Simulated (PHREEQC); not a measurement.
Consider water at 35 °C with 1 mmol/kgw HF, 64 mmol/kgw NH4F, 0.21 mmol/kgw (NH4)2SiF6 and 81 mmol/kgw HCl. It is in equilibrium with CO2 at log p = -1 (atm). Otherwise closed; pH follows from the charge balance.

Model: ion-association model, phreeqc.dat, run in PHREEQC.

Precipitation was switched off in this run.

Problem. Estimate the pH, density.

Solution. pH 1.77; density 0.996 g/cm³.

Problem. In which forms is F present?

Solution. HF 92 %, F- 4.0 %, HF2- 2.0 %, SiF6-2 1.9 % of the F.

SiF6-2 is the database's only silicon fluoride.
